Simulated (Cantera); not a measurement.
A perfectly stirred reactor is fed with CH4 : N2 = 1 : 1.6 (molar parts), at 100000 Pa; it is held at 1375 K, and followed from long to short residence time.

Cantera simulation using GRI-Mech 3.0 (53 species, 325 reactions); the numbers are that mechanism's predictions, not measurements. GRI-Mech 3.0 stops at C3 and has no aromatics, soot or wall deposition, so with more carbon than oxygen in the feed, carbon stays in small species such as C2H2 where larger ones or solid carbon would form.

Problem. Predict: x(CH4) at τ = 23.0 s; x(CH3) at τ = 23.0 s; x(C2H6) at τ = 23.0 s; x(C2H4) at τ = 23.0 s; x(CH4) at τ = 0.190 s; x(CH3) at τ = 0.190 s; x(C2H6) at τ = 0.190 s; x(C2H4) at τ = 0.190 s.

Solution. 
* **x(CH4) at τ = 23.0 s**: 0.186
* **x(CH3) at τ = 23.0 s**: 1.88e-5
* **x(C2H6) at τ = 23.0 s**: 0.000115
* **x(C2H4) at τ = 23.0 s**: 0.0141
* **x(CH4) at τ = 0.190 s**: 0.378
* **x(CH3) at τ = 0.190 s**: 3.83e-5
* **x(C2H6) at τ = 0.190 s**: 0.000486
* **x(C2H4) at τ = 0.190 s**: 0.00116
